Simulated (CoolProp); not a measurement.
A simple Rankine cycle with water: condensing at 321.15 K, boiler at 10.9 MPa, turbine inlet 592.7 K, turbine efficiency 0.6, pump efficiency 0.6, no recuperator. Each further row changes one setting.

Model: reference Helmholtz-energy equation of state, Wagner 2002, in CoolProp.

```
case                             thermal efficiency (%)  net work (kJ/kg)  heat in (kJ/kg)  turbine exit temperature (K)  volume ratio over the turbine
-------------------------------  ----------------------  ----------------  ---------------  ----------------------------  -----------------------------
as stated                                          21.9                 …             2510                         321.1                            656
turbine inlet 612.7 K                              22.2               583                …                         321.1                            599
condensing temperature 313.15 K                       …               574                …                         313.1                            966
boiler pressure 7.63 MPa                              …               578                …                         321.1                            407
turbine efficiency 0.5                                …               455             2510                         321.1                              …
```

Question: What belongs in the gaps?

Answer: 
- as stated, net work (kJ/kg): 550
- turbine inlet 612.7 K, heat in (kJ/kg): 2620
- condensing temperature 313.15 K, thermal efficiency (%): 22.6
- condensing temperature 313.15 K, heat in (kJ/kg): 2540
- boiler pressure 7.63 MPa, thermal efficiency (%): 21.6
- boiler pressure 7.63 MPa, heat in (kJ/kg): 2680
- turbine efficiency 0.5, thermal efficiency (%): 18.2
- turbine efficiency 0.5, volume ratio over the turbine: 688

The expansion ends wet for: as stated; turbine inlet 612.7 K; condensing temperature 313.15 K; boiler pressure 7.63 MPa; turbine efficiency 0.5.
